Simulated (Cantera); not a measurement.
Charge: 1 mol Si2Cl6, 4.5 mol NH3, 0.7 mol H2, at 10.0 mbar.

These are equilibrium values from Cantera (NASA tables, ideal gas, pure condensed phases), not measurements of a reactor. Candidate condensed phases: NH4Cl, Si, Si3N4; 28 gas species. The feed counts by its element totals alone. Rates play no part.

Over these rows the condensed part is Si3N4(s). Partial pressures as log10 of bar:

| T (K) | 1000/T (1/K) | log p SiCl4 | log p H2 | log p HCl | log p N2 | log p SiCl2 |
|---|---|---|---|---|---|---|
| 1175 | 0.8511 | -3.58 | -2.35 | -2.38 | -3.00 | -5.31 |
| 1275 | 0.7843 | -3.68 | -2.35 | -2.37 | -3.00 | -4.38 |
| 1375 | 0.7273 | -3.89 | -2.35 | -2.40 | -2.96 | -3.67 |
| 1475 | 0.6780 | -4.35 | -2.34 | -2.47 | -2.89 | -3.21 |
| 1575 | 0.6349 | ? | -2.32 | -2.61 | -2.82 | -2.96 |
| 1675 | 0.5970 | -5.83 | -2.30 | -2.77 | -2.76 | -2.83 |

**Question.** Fit log p(SiCl4) = a + b·(1000/T) to the five rows, give the apparent enthalpy, and predict the row at 1575 K.

**Answer.** Means: 1000/T = 0.7275, log p = -4.266. Sxy = 0.326259, Sxx = 0.0379837, so b = 8.59 and a = -4.266 − (8.59)×0.7275 = -10.52.
Apparent enthalpy: −19.145 × (8.59) = -164 kJ/mol. With the condensed phases at unit activity, 2/3 N2(g) + 2 SiCl2(g) = SiCl4(g) + 1/3 Si3N4(s) links this pressure to the main gases: over the six rows their terms move log p by +5.12 in all, so the slope isn't that reaction's ΔH° alone. The five rows lie within 0.44 of the line; that is curvature, so one enthalpy describes this range poorly.
Prediction at 1575 K: -10.52 + (8.59)×0.6349 = -5.07. The computed value is -5.04, 0.03 from the line.
